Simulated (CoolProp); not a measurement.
Properties of n-perfluorobutane along the isotherm 450 K (Tc = 386.3 K, pc = 2.322 MPa, ω = 0.372).

Computed with CoolProp (reference Helmholtz-energy equation of state, Gao 2022).

```json
[
 {"p (MPa)": "0.145", "phase": "gas", "density (kg/m³)": "9.332", "speed of sound (m/s)": "126.3", "Joule-Thomson coefficient (K/MPa)": "4.998", "expansivity (1/kK)": "2.324"},
 {"p (MPa)": "0.29", "phase": "gas", "density (kg/m³)": "18.89", "speed of sound (m/s)": "125.0", "Joule-Thomson coefficient (K/MPa)": "5.089", "expansivity (1/kK)": "2.433"},
 {"p (MPa)": "0.435", "phase": "gas", "density (kg/m³)": "28.68", "speed of sound (m/s)": "___", "Joule-Thomson coefficient (K/MPa)": "5.183", "expansivity (1/kK)": "___"},
 {"p (MPa)": "0.581", "phase": "gas", "density (kg/m³)": "38.80", "speed of sound (m/s)": "122.2", "Joule-Thomson coefficient (K/MPa)": "5.282", "expansivity (1/kK)": "2.675"},
 {"p (MPa)": "0.726", "phase": "gas", "density (kg/m³)": "49.12", "speed of sound (m/s)": "120.8", "Joule-Thomson coefficient (K/MPa)": "5.383", "expansivity (1/kK)": "2.809"},
 {"p (MPa)": "0.871", "phase": "gas", "density (kg/m³)": "59.73", "speed of sound (m/s)": "119.3", "Joule-Thomson coefficient (K/MPa)": "5.487", "expansivity (1/kK)": "2.953"},
 {"p (MPa)": "1.02", "phase": "gas", "density (kg/m³)": "70.95", "speed of sound (m/s)": "117.8", "Joule-Thomson coefficient (K/MPa)": "5.597", "expansivity (1/kK)": "3.112"},
 {"p (MPa)": "1.16", "phase": "gas", "density (kg/m³)": "81.80", "speed of sound (m/s)": "___", "Joule-Thomson coefficient (K/MPa)": "5.703", "expansivity (1/kK)": "3.273"}
]
```

Task: Fill in the missing entries.

Result: 
- 0.435, speed of sound (m/s): 123.6
- 0.435, expansivity (1/kK): 2.550
- 1.16, speed of sound (m/s): 116.3
